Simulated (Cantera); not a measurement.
A freely propagating, adiabatic, planar premixed flame of H₂ : O₂ : N₂ : H₂O = 1 : 0.185 : 0.696 : 0.066 (molar parts), unburnt at 300 K and 330 Torr; mixture-averaged transport, grid criteria slope 0.08 and curve 0.16, no radiation.

Model: the H2/O2 subset of GRI-Mech 3.0, which has no nitrogen chemistry, integrated in Cantera. Burning velocities carry a grid error of a few per cent, more on coarse grids.

x: mole fraction of selected species; z is measured from the peak of heat release.

```tsv
z (mm)	T (K)	u (m/s)	x H₂	x O₂	x H₂O	x OH	x H₂O₂	x HO₂
-2.95	300	2.25	0.514	0.0950	0.0339	<1e-8	<1e-8	<1e-8
-1.97	300	2.25	0.514	0.0950	0.0339	<1e-8	<1e-8	<1e-8
-1.48	300	2.25	0.514	0.0950	0.0339	<1e-8	<1e-8	<1e-8
-0.985	300	2.25	0.514	0.0950	0.0339	<1e-8	<1e-8	5.22e-8
-0.492	317	2.36	0.510	0.0956	0.0344	…	5.61e-6	4.00e-5
-0.246	512	3.71	0.489	0.0925	0.0478	…	6.49e-5	0.000219
0	867	6.12	0.438	0.0752	0.0922	…	1.06e-5	6.67e-5
0.246	1139	7.96	0.375	0.0417	0.160	…	3.71e-7	2.66e-5
0.492	1288	9.00	0.333	0.0137	0.213	…	1.53e-7	8.05e-6
0.985	1401	9.76	0.320	0.000930	0.238	0.000869	7.34e-8	5.01e-7
1.97	1491	10.3	0.326	5.18e-5	0.241	0.000913	6.10e-8	2.83e-8
3.94	1576	10.8	0.335	2.35e-5	0.243	0.000862	4.28e-8	1.38e-8
7.88	1648	11.3	0.342	1.22e-5	0.244	…	2.39e-8	<1e-8
```

What belongs in the gaps?


- -0.492, x OH: 2.68e-6
- -0.246, x OH: 0.000471
- 0, x OH: 0.000416
- 0.246, x OH: 0.000800
- 0.492, x OH: 0.000941
- 7.88, x OH: 0.000707
